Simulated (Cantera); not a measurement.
A perfectly stirred reactor is fed with H₂ : O₂ : N₂ = 0.033 : 1 : 2.5 (molar parts), at 10.00 Torr; it is held at 1100 K, and followed from long to short residence time.

Cantera simulation using GRI-Mech 3.0 (53 species, 325 reactions); the numbers are that mechanism's predictions, not measurements. Radical loss at walls, strong at low pressure, is not modelled.

Question: Predict: x(H₂) at τ = 2.80 s; x(O₂) at τ = 2.80 s; x(H) at τ = 2.80 s; x(NO) at τ = 2.80 s; x(H₂) at τ = 0.140 s; x(O₂) at τ = 0.140 s; x(H) at τ = 0.140 s; x(NO) at τ = 0.140 s.

Answer: 
| Property | Result |
|---|---|
| x(H₂) at τ = 2.80 s | 5.48e-5 |
| x(O₂) at τ = 2.80 s | 0.279 |
| x(H) at τ = 2.80 s | 5.45e-5 |
| x(NO) at τ = 2.80 s | 2.24e-8 |
| x(H₂) at τ = 0.140 s | 0.000318 |
| x(O₂) at τ = 0.140 s | 0.278 |
| x(H) at τ = 0.140 s | 0.000620 |
| x(NO) at τ = 0.140 s | 4.06e-8 |
